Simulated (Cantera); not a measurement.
An isothermal, constant-pressure homogeneous reactor starts with 8.33 % CH4, 91.7 % N2, at 1900 K and 0.000110 bar.

Model: GRI-Mech 3.0 (53 species, 325 reactions), integrated in Cantera. GRI-Mech 3.0 stops at C3 and has no aromatics, soot or wall deposition, so with more carbon than oxygen in the feed, carbon stays in small species such as C2H2 where larger ones or solid carbon would form. Radical loss at walls, strong at low pressure, is not modelled.

Q: Predict: x(CH4) at 100 s; x(CH3) at 100 s; x(CH2) at 100 s; x(C2H) at 100 s; x(C2H4) at 100 s; x(HCN) at 100 s; x(H2) at 100 s.

A: 
| Item | Value |
|---|---|
| x(CH4) at 100 s | 8.48e-5 (gas-phase equilibrium 9.93e-9) |
| x(CH3) at 100 s | 3.00e-5 (gas-phase equilibrium 4.73e-8) |
| x(CH2) at 100 s | 6.37e-7 (gas-phase equilibrium 1.37e-8) |
| x(C2H) at 100 s | 8.86e-6 (gas-phase equilibrium 2.94e-5) |
| x(C2H4) at 100 s | 1.64e-7 (gas-phase equilibrium 1.27e-9) |
| x(HCN) at 100 s | 9.79e-5 (gas-phase equilibrium 0.0569) |
| x(H2) at 100 s | 0.114 (gas-phase equilibrium 0.102) |
